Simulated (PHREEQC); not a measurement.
Copper plating or etch bath: an equilibrium model

A solution holds 0.08 mol Cu(NO3)2, 0.1 mol HNO3 and 6.3e-05 mol FeCl3 per kg of water, at 10 °C. Closed to the air; pH follows from the charge balance.

All values are PHREEQC results (ion-association model, phreeqc.dat), not measurements.

Precipitation was switched off in this run.

Task: What pH does the model give?

Result: pH 1.11.

Task: In which forms is Cl present?

Result: Cl- 97 %, CuCl+ 2.8 % of the Cl.

Complexes and solids missing from the database can't appear. At this temperature some constants are extrapolated from 25 °C, and those without enthalpy data are left unchanged.
